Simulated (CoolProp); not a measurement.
Vapour-liquid equilibrium of diethyl ether (1) + acetone (2) at 0.338 MPa; x and y are mole fractions of (1).

Computed with CoolProp (multi-fluid Helmholtz-energy mixture model, Thol 2014 and Lemmon 2006; pair parameters Bell 2016).

### Question
Give the bubble temperature and the first vapour's composition at x = 0.35, 0.425, 0.875. Is there an azeotrope?

### Answer
x = 0.35: 355.0 K, y = 0.531; x = 0.425: 353.0 K, y = 0.597; x = 0.875: 346.8 K, y = 0.892. No azeotrope shows between x = 0.05 and 0.95.

Pair parameters are fitted to limited data, so mixtures are less certain than the pure fluids.
